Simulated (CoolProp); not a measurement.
Vapour-liquid equilibrium of carbon dioxide (1) + R134a (2) at 8.35 bar; x and y are mole fractions of (1).

Computed with CoolProp (multi-fluid Helmholtz-energy mixture model, Span 1996 and Tillner-Roth 1994; pair parameters Bell 2016).

| x | bubble temperature (K) | y at the bubble point | dew temperature at overall composition x (K) | liquid density (mol/L) |
|---|---|---|---|---|
| 0.05 | 297.5 | 0.224 | 304.2 | 12.11 |
| 0.125 | 285.3 | 0.491 | 301.4 | 13.00 |
| 0.2 | 274.5 | 0.670 | 298.5 | 13.89 |
| 0.275 | 265.4 | 0.782 | 295.4 | 14.78 |
| 0.35 | 258.0 | 0.852 | 292.2 | 15.67 |
| 0.425 | 251.9 | 0.897 | 288.7 | 16.58 |
| 0.5 | 247.0 | 0.926 | 284.9 | 17.51 |
| 0.575 | 243.0 | 0.947 | 280.6 | 18.49 |
| 0.65 | 239.6 | 0.962 | 275.9 | 19.53 |
| 0.725 | 236.7 | 0.973 | 270.3 | 20.65 |
| 0.8 | 234.1 | 0.982 | 263.7 | 21.87 |
| 0.875 | 231.8 | 0.989 | 255.0 | 23.21 |
| 0.95 | 229.6 | 0.996 | 242.3 | 24.70 |

No azeotrope shows between x = 0.05 and 0.95.

Pair parameters are fitted to limited data, so mixtures are less certain than the pure fluids.
